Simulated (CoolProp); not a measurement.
The fluid at 298.15 K and 0.064 MPa flows at 0.66 m/s in a round tube of 100 mm bore and 45 µm roughness, fully developed (64/Re and Nu = 3.66 if laminar; Colebrook and Gnielinski if turbulent). The same conditions are run with several fluids, on thermodynamics alone (safety and materials aside).

Values from CoolProp's reference Helmholtz-energy equation of state of each fluid (R11: Jacobsen 1992; sulfur hexafluoride: Guder 2009; R404A: Lemmon 2003; R152A: Outcalt 1996; R407C: Lemmon 2003). Blends and air are pseudo-pure fits.

### Question
Rank R11, sulfur hexafluoride, R404A, R152A, R407C by Reynolds number, highest first.

### Answer
R11 (23500), sulfur hexafluoride (16500), R404A (13800), R407C (12100), R152A (10300)

```csv
fluid,Darcy friction factor,pressure drop (Pa/m),heat-transfer coefficient (W/(m² K)),mass flow (kg/h)
R11,0.0259,0.205,5.15,67.7
sulfur hexafluoride,0.0280,0.232,6.21,70.9
R404A,0.0292,0.162,5.57,47.5
R152A,0.0314,0.118,4.66,32.3
R407C,0.0301,0.148,4.86,42.0
```

Transport values come from each fluid's own correlations; those of R11, R152A are estimates that may be off by 10 % or more.
